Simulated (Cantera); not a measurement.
An adiabatic, constant-pressure homogeneous reactor starts with CH₄ : CO : O₂ : N₂ = 1 : 0.19 : 2.21 : 14.1 (molar parts), at 1625 K and 10.0 bar. Integrator tolerance rtol = 1e-08.

Cantera simulation using GRI-Mech 3.0 (53 species, 325 reactions); the numbers are that mechanism's predictions, not measurements.

Task: What does this change do: constant volume in place of constant pressure?

Result: 
```tsv
quantity	before	after
time of steepest temperature rise	97.8 µs	91.2 µs
temperature at 2.00 s	2679 K	2862 K
equilibrium temperature	2679 K	2862 K
x(CH₄) at 2.00 s	<1e-12 (gas-phase equilibrium <1e-12)	<1e-12 (gas-phase equilibrium <1e-12)
x(CO) at 2.00 s	0.0146 (gas-phase equilibrium 0.0146)	0.0201 (gas-phase equilibrium 0.0201)
x(O₂) at 2.00 s	0.0106 (gas-phase equilibrium 0.0106)	0.0120 (gas-phase equilibrium 0.0120)
x(N₂O) at 2.00 s	1.24e-6 (gas-phase equilibrium 1.24e-6)	2.29e-6 (gas-phase equilibrium 2.29e-6)
x(H₂O₂) at 2.00 s	3.45e-7 (gas-phase equilibrium 3.45e-7)	6.52e-7 (gas-phase equilibrium 6.52e-7)
```

Task: What does this change do: pressure from 10.0 bar to 1.00 bar?

Result: 
```csv
quantity,before,after
time of steepest temperature rise,97.8 µs,0.556 ms
temperature at 2.00 s,2679 K,2577 K
equilibrium temperature,2679 K,2577 K
x(CH₄) at 2.00 s,<1e-12 (gas-phase equilibrium <1e-12),<1e-12 (gas-phase equilibrium <1e-12)
x(CO) at 2.00 s,0.0146 (gas-phase equilibrium 0.0146),0.0211 (gas-phase equilibrium 0.0211)
x(O₂) at 2.00 s,0.0106 (gas-phase equilibrium 0.0106),0.0143 (gas-phase equilibrium 0.0143)
x(N₂O) at 2.00 s,1.24e-6 (gas-phase equilibrium 1.24e-6),3.83e-7 (gas-phase equilibrium 3.83e-7)
x(H₂O₂) at 2.00 s,3.45e-7 (gas-phase equilibrium 3.45e-7),9.84e-8 (gas-phase equilibrium 9.84e-8)
```
